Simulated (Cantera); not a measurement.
A closed system holds: 1 mol SiCl₄, 16 mol NH₃, 18 mol H₂, equilibrated at 0.0900 bar.

Method: chemical equilibrium by Gibbs-energy minimisation in Cantera with the NASA 1993 tables (ideal gas, pure condensed phases). Candidate condensed phases: NH₄Cl, Si, Si₃N₄; 28 gas species. Kinetics and transport are ignored. All values below are at 1175 K.

Base state: H₂ 0.779, N₂ 0.143, HCl 0.0778, SiCl₄ 1.66e-5 (mole fractions); condensed: Si₃N₄(s).

**Question.** What changes in the equilibrium state with this change: SiCl₄ replaced by SiH₄?

**Answer.** 
```tsv
species	before	after
H₂	0.779	0.857
N₂	0.143	0.143
HCl	0.0778	0
SiCl₄	1.66e-5	0
Si₃N₄(s), mol	0.333	0.333
```
